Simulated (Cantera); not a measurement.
Charge: 1 mol NF3, 0.0071 mol SO2, 2.7 mol H2, at 1.33 mbar.

Cantera equilibrium calculation (NASA polynomials, part measured and part estimated; ideal gas, pure solids and liquids). Candidate condensed phases: H2O, H2SO4, S; 62 gas species. Equilibrium is a limit: real reactors are often held back by kinetics, nucleation or transport.

**Question.** At 1925 K, list the 7 most abundant gas species with their mole fractions, and the condensed phases.

**Answer.** HF 0.633, H2 0.244, N2 0.106, H 0.0129, H2O 0.00293, S 0.000665, SH 0.000377. Condensed: gas only.
